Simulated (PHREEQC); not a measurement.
Make-up at 25 °C: 0.0023 mol/kgw CaCl2 and 0.016 mol/kgw Na2HPO4. Closed to the air; pH follows from the charge balance.

The numbers come from PHREEQC with the ion-association model, wateq4f.dat.

Each row changes one thing in this solution. No solid was allowed to form.

```json
[
 {"case": "as made", "pH": "8.30", "ionic strength (mol/kgw)": "0.0469", "HPO4-2 (mol/kgw)": "0.0133", "CaHPO4 (mol/kgw)": "0.00105", "Ca+2 (mol/kgw)": "0.000639", "H2PO4- (mol/kgw)": "0.000607", "SI of Halite (NaCl)": "-5.59", "SI of Portlandite (Ca(OH)2)": "-9.71"},
 {"case": "Na2HPO4 from 0.016 to 0.008 mol/kgw", "pH": "8.19", "ionic strength (mol/kgw)": "0.0248", "HPO4-2 (mol/kgw)": "0.00611", "CaHPO4 (mol/kgw)": "0.000960", "Ca+2 (mol/kgw)": "0.000925", "H2PO4- (mol/kgw)": "0.000407", "SI of Halite (NaCl)": "-5.85", "SI of Portlandite (Ca(OH)2)": "-9.70"},
 {"case": "diluted 5-fold with water", "pH": "8.47", "ionic strength (mol/kgw)": "0.00981", "HPO4-2 (mol/kgw)": "0.00281", "CaHPO4 (mol/kgw)": "0.000143", "Ca+2 (mol/kgw)": "0.000206", "H2PO4- (mol/kgw)": "0.000114", "SI of Halite (NaCl)": "-6.90", "SI of Portlandite (Ca(OH)2)": "-9.72"},
 {"case": "diluted 100-fold with water", "pH": "8.61", "ionic strength (mol/kgw)": "0.000532", "HPO4-2 (mol/kgw)": "0.000152", "CaHPO4 (mol/kgw)": "1.37e-6", "Ca+2 (mol/kgw)": "2.03e-5", "H2PO4- (mol/kgw)": "5.56e-6", "SI of Halite (NaCl)": "-9.44", "SI of Portlandite (Ca(OH)2)": "-10.32"},
 {"case": "CaCl2 from 0.0023 to 0.00345 mol/kgw", "pH": "8.19", "ionic strength (mol/kgw)": "0.0474", "HPO4-2 (mol/kgw)": "0.0125", "CaHPO4 (mol/kgw)": "0.00164", "Ca+2 (mol/kgw)": "0.00107", "H2PO4- (mol/kgw)": "0.000731", "SI of Halite (NaCl)": "-5.41", "SI of Portlandite (Ca(OH)2)": "-9.70"}
]
```

Some of these states are supersaturated (in Hydroxyapatite, for instance). H3PO4, which wateq4f.dat lacks, is added to it with the constant of phreeqc.dat.
